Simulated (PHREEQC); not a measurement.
A solution holds 0.14 mol/kgw SrCl2 and 2.7e-06 mol/kgw H4SiO4, at 25 °C. Closed to the air; pH follows from the charge balance.

Computed with PHREEQC (ion-association model, wateq4f.dat).

Precipitation was switched off in this run.

**Question.** Estimate the pH, activity of water.

**Answer.** pH 6.92; activity of water 0.993.
